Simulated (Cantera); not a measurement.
Cantera run:

```python
import numpy as np
import cantera as ct

gas_names = """
    H H2 H2S Pb PbS Pb2 S SH S2 S8
""".split()
cond_names = """
    Pb(cr) Pb(L) PbS(s) PbS(L) S(cr1) S(cr2) S(L)
""".split()


# ... load() reads the species with a 1 bar reference pressure and builds the phases ...
atoms = {
    'Pb': {'Pb': 1},
    'H2S': {'H': 2, 'S': 1},
    'H2': {'H': 2},
}
top_T = {}  # K; cautious upper limits of use, not melting points


# ... equilibrate(T, P, feed) seeds the gas with the atoms and calls Mixture.equilibrate('TP', solver="vcs", rtol=1e-11, max_steps=5000) ...
results = []
P = 27  # Pa
for T in [723, 748, 773, 798, 823, 848, 873, 898, 923]:
    for m in [0.0054, 0.014, 0.035, 0.089, 0.23, 0.57, 1.5, 3.7]:
        feed = {'Pb': 1, 'H2S': m, 'H2': 7.2}  # mol
        mix = equilibrate(T, P, feed)
        results.append((T, P, feed, dict(zip(mix.species_names, mix.species_moles))))

for T, P, feed, n in results:
    print(f"{T:7g} {feed['H2S']:10.4g}  " + (" + ".join(c for c in cond_names if n.get(c, 0) > 1e-12) or "gas only"))
```

Output:

```
    723     0.0054  Pb(L) + PbS(s)
    723      0.014  Pb(L) + PbS(s)
    723      0.035  Pb(L) + PbS(s)
    723      0.089  Pb(L) + PbS(s)
    723       0.23  Pb(L) + PbS(s)
    723       0.57  Pb(L) + PbS(s)
    723        1.5  PbS(s)
    723        3.7  PbS(s)
    748     0.0054  Pb(L)
    748      0.014  Pb(L) + PbS(s)
    748      0.035  Pb(L) + PbS(s)
    748      0.089  Pb(L) + PbS(s)
    748       0.23  Pb(L) + PbS(s)
    748       0.57  Pb(L) + PbS(s)
    748        1.5  PbS(s)
    748        3.7  PbS(s)
    773     0.0054  Pb(L)
    773      0.014  Pb(L) + PbS(s)
    773      0.035  Pb(L) + PbS(s)
    773      0.089  Pb(L) + PbS(s)
    773       0.23  Pb(L) + PbS(s)
    773       0.57  Pb(L) + PbS(s)
    773        1.5  PbS(s)
    773        3.7  PbS(s)
    798     0.0054  Pb(L)
    798      0.014  Pb(L)
    798      0.035  Pb(L) + PbS(s)
    798      0.089  Pb(L) + PbS(s)
    798       0.23  Pb(L) + PbS(s)
    798       0.57  Pb(L) + PbS(s)
    798        1.5  PbS(s)
    798        3.7  PbS(s)
    823     0.0054  Pb(L)
    823      0.014  Pb(L)
    823      0.035  Pb(L) + PbS(s)
    823      0.089  Pb(L) + PbS(s)
    823       0.23  Pb(L) + PbS(s)
    823       0.57  Pb(L) + PbS(s)
    823        1.5  PbS(s)
    823        3.7  PbS(s)
    848     0.0054  Pb(L)
    848      0.014  Pb(L)
    848      0.035  Pb(L)
    848      0.089  Pb(L) + PbS(s)
    848       0.23  Pb(L) + PbS(s)
    848       0.57  Pb(L) + PbS(s)
    848        1.5  PbS(s)
    848        3.7  PbS(s)
    873     0.0054  Pb(L)
    873      0.014  Pb(L)
    873      0.035  Pb(L)
    873      0.089  Pb(L) + PbS(s)
    873       0.23  Pb(L) + PbS(s)
    873       0.57  Pb(L) + PbS(s)
    873        1.5  PbS(s)
    873        3.7  PbS(s)
    898     0.0054  Pb(L)
    898      0.014  Pb(L)
    898      0.035  Pb(L)
    898      0.089  Pb(L)
    898       0.23  Pb(L) + PbS(s)
    898       0.57  Pb(L) + PbS(s)
    898        1.5  PbS(s)
    898        3.7  PbS(s)
    923     0.0054  Pb(L)
    923      0.014  Pb(L)
    923      0.035  Pb(L)
    923      0.089  Pb(L)
    923       0.23  Pb(L)
    923       0.57  Pb(L) + PbS(s)
    923        1.5  PbS(s)
    923        3.7  PbS(s)
```

Equilibrium computed with Cantera from the NASA thermochemical tables; the gas is ideal and each condensed phase is pure.
